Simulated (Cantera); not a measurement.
Charge: 1 mol PbO, 0.061 mol CO, a varied amount of H2, equilibrated at 0.00140 bar.

These are equilibrium values from Cantera (NASA tables, ideal gas, pure condensed phases), not measurements of a reactor. Candidate condensed phases: C, C6H6, C7H8, C8H18, H2O, Pb, PbO, PbO2, Pb3O4; 113 gas species. Equilibrium is a limit: real reactors are often held back by kinetics, nucleation or transport.

Stable condensed phases, one row left out:

```
T in °C \ n(H2) in mol
         1.3 1.8 2.5 3.4 4.7 6.4 8.9  12  17  23  32
   1302    A   A   A   A   A   A   A   A   A   A   A
   1252    A   A   A   A   A   A   A   A   A   A   A
   1202    A   A   A   A   A   A   A   A   A   A   A
   1152    A   A   A   A   A   A   A   A   A   A   A
   1102    A   A   A   A   A   A   A   A   A   A   A
   1052    A   A   A   A   A   A   A   A   A   A   A
   1002    A   A   A   A   A   A   A   A   A   A   A
    952    A   A   A   A   A   A   A   A   A   A   A
    902    B   B   A   A   A   A   A   A   A   A   A
    852    B   B   B   B   B   A   A   A   A   A   A
    752    B   B   B   B   B   B   B   B   B   B   B
    702    B   B   B   B   B   B   B   B   B   B   B
    652    B   B   B   B   B   B   B   B   B   B   B
```

A: gas only; B: Pb.

Problem. Give the row for 802 °C.

Solution. 1.3: Pb; 1.8: Pb; 2.5: Pb; 3.4: Pb; 4.7: Pb; 6.4: Pb; 8.9: Pb; 12: Pb; 17: Pb; 23: gas only; 32: gas only.
